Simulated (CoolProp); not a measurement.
Vapour pressure (MPa) of R227EA: the reference equation beside estimates from Tc = 101.8 °C, pc = 2.925 MPa, ω = 0.358. Clausius-Clapeyron is anchored at -19.85 °C with a constant enthalpy of vaporisation of 22.66 kJ/mol.

Computed with CoolProp (reference Helmholtz-energy equation of state, Lemmon 2016).

```
T (°C)  reference  Clausius-Clapeyron  Redlich-Kwong
------  ---------  ------------------  -------------
-95.35  0.0004785           0.0009008       0.003077
-80.25   0.002020            0.002990       0.009744
-65.15   0.006648            0.008340        0.02504
-50.05    0.01803             0.02024        0.05492
-34.95    0.04203             0.04391         0.1067
-19.85    0.08685             0.08685         0.1883
-4.75      0.1630              0.1591         0.3084
10.35      0.2830              0.2732         0.4752
25.45      0.4610              0.4443         0.6971
40.45      0.7112              0.6874         0.9798
55.55       1.054               1.025          1.334
70.65       1.510               1.475          1.766
85.75       2.102               2.059          2.281
```

Absolute difference from the reference over all 13 rows, mean and median: Clausius-Clapeyron 15.3 and 3.5 %, Redlich-Kwong 152.0 and 89.2 %.
